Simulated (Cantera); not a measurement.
# Silicon carbide growth: SiH4 + C2H2 + H2

A closed system holds: 1 mol SiH4, 0.076 mol C2H2, 8 mol H2, held at 0.0390 bar.

Cantera equilibrium calculation (NASA polynomials, part measured and part estimated; ideal gas, pure solids and liquids). Candidate condensed phases: C, C6H6, C7H8, C8H18, Si, SiC; 87 gas species. Mutual solubility and eutectic melting of coexisting phases are not modelled. Gases not in the tables: Si2H6 and higher silanes. The numbers say what is thermodynamically allowed, not how fast it happens.

From 1248 K to 1648 K the condensed part is Si(s) + SiC(s). From 1748 K to 2348 K the condensed part is Si(l) + SiC(s). At 2448 K the condensed part is SiC(s). The main Si-bearing gas is SiH2 at 1248 K and Si at 2448 K.

| T (K) | x H2 | x H | x Si | x Si2C | x SiH | n Si(s) | n SiC(s) | n Si(l) |
|---|---|---|---|---|---|---|---|---|
| 1248 | 1.000 | 2.36e-6 | 1.99e-10 | <1e-12 | 4.38e-10 | 0.848 | 0.152 | 0 |
| 1348 | 1.000 | 1.17e-5 | 4.82e-9 | 1.92e-12 | 6.13e-9 | 0.848 | 0.152 | 0 |
| 1448 | 1.000 | 4.67e-5 | 7.50e-8 | 7.47e-11 | 5.93e-8 | 0.848 | 0.152 | 0 |
| 1548 | 1.000 | 0.000156 | 8.15e-7 | 1.79e-9 | 4.26e-7 | 0.848 | 0.152 | 0 |
| 1648 | 1.000 | 0.000451 | 6.60e-6 | 2.88e-8 | 2.40e-6 | 0.848 | 0.152 | 0 |
| 1748 | 0.999 | 0.00116 | 3.73e-5 | 2.98e-7 | 9.80e-6 | 0 | 0.152 | 0.847 |
| 1848 | 0.997 | 0.00268 | 0.000161 | 2.19e-6 | 3.16e-5 | 0 | 0.152 | 0.846 |
| 1948 | 0.994 | 0.00570 | 0.000596 | 1.30e-5 | 9.01e-5 | 0 | 0.152 | 0.840 |
| 2048 | 0.986 | 0.0113 | 0.00194 | 6.47e-5 | 0.000231 | 0 | 0.151 | 0.823 |
| 2148 | 0.972 | 0.0208 | 0.00564 | 0.000276 | 0.000539 | 0 | 0.149 | 0.778 |
| 2248 | 0.946 | 0.0362 | 0.0149 | 0.00103 | 0.00116 | 0 | 0.140 | 0.660 |
| 2348 | 0.897 | 0.0592 | 0.0362 | 0.00341 | 0.00229 | 0 | 0.109 | 0.371 |
| 2448 | 0.832 | 0.0919 | 0.0620 | 0.00774 | 0.00320 | 0 | 0.0258 | 0 |
x: gas mole fraction; n: condensed amount in mol.
